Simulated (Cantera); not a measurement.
Input (Python, Cantera) and output of one run.

```python
import numpy as np
import cantera as ct

gas_names = """
    Hg N NO NO2 NO3 N2 N2O O O2 O3
""".split()
cond_names = """
    Hg(cr) Hg(L) HgO(s)
""".split()


# ... load() reads the species with a 1 bar reference pressure and builds the phases ...
atoms = {
    'HgO': {'Hg': 1, 'O': 1},
    'N2': {'N': 2},
}
top_T = {}  # K; cautious upper limits of use, not melting points


# ... equilibrate(T, P, feed) seeds the gas with the atoms and calls Mixture.equilibrate('TP', solver="vcs", rtol=1e-11, max_steps=5000) ...
results = []
T = 1175  # K
P = 490  # Pa
for m in [3.9, 4.9, 6.2, 7.8, 9.8, 12, 16, 20, 25, 31]:
    feed = {'HgO': 1, 'N2': m}  # mol
    mix = equilibrate(T, P, feed)
    results.append((T, P, feed, dict(zip(mix.species_names, mix.species_moles))))
    x = sorted(zip(gas.X, gas.species_names), reverse=True)
    print(f"T = {T:g} K  P = {P:g} Pa  n(N2) = {m:g} mol  gas = {mix.phase_moles(0):.4g} mol")
    print("   x: " + "  ".join(f"{s} {v:.3e}" for v, s in x if v > 0.001))
    print("   condensed (mol): " + ("  ".join(f"{mix.phase(i).name} {mix.phase_moles(i):.4g}"
          for i in range(1, mix.n_phases) if mix.phase_moles(i) > 1e-12) or "none"))
```

It prints:

```
T = 1175 K  P = 490 Pa  n(N2) = 3.9 mol  gas = 5.4 mol
   x: N2 7.222e-01  Hg 1.852e-01  O2 9.254e-02
   condensed (mol): none
T = 1175 K  P = 490 Pa  n(N2) = 4.9 mol  gas = 6.4 mol
   x: N2 7.656e-01  Hg 1.563e-01  O2 7.808e-02
   condensed (mol): none
T = 1175 K  P = 490 Pa  n(N2) = 6.2 mol  gas = 7.7 mol
   x: N2 8.051e-01  Hg 1.299e-01  O2 6.489e-02
   condensed (mol): none
T = 1175 K  P = 490 Pa  n(N2) = 7.8 mol  gas = 9.3 mol
   x: N2 8.387e-01  Hg 1.075e-01  O2 5.372e-02
   condensed (mol): none
T = 1175 K  P = 490 Pa  n(N2) = 9.8 mol  gas = 11.3 mol
   x: N2 8.672e-01  Hg 8.850e-02  O2 4.421e-02
   condensed (mol): none
T = 1175 K  P = 490 Pa  n(N2) = 12 mol  gas = 13.5 mol
   x: N2 8.889e-01  Hg 7.407e-02  O2 3.700e-02
   condensed (mol): none
T = 1175 K  P = 490 Pa  n(N2) = 16 mol  gas = 17.5 mol
   x: N2 9.143e-01  Hg 5.714e-02  O2 2.854e-02
   condensed (mol): none
T = 1175 K  P = 490 Pa  n(N2) = 20 mol  gas = 21.5 mol
   x: N2 9.302e-01  Hg 4.651e-02  O2 2.323e-02
   condensed (mol): none
T = 1175 K  P = 490 Pa  n(N2) = 25 mol  gas = 26.5 mol
   x: N2 9.434e-01  Hg 3.774e-02  O2 1.884e-02
   condensed (mol): none
T = 1175 K  P = 490 Pa  n(N2) = 31 mol  gas = 32.5 mol
   x: N2 9.538e-01  Hg 3.077e-02  O2 1.536e-02
   condensed (mol): none
```

Equilibrium computed with Cantera from the NASA thermochemical tables; the gas is ideal and each condensed phase is pure.
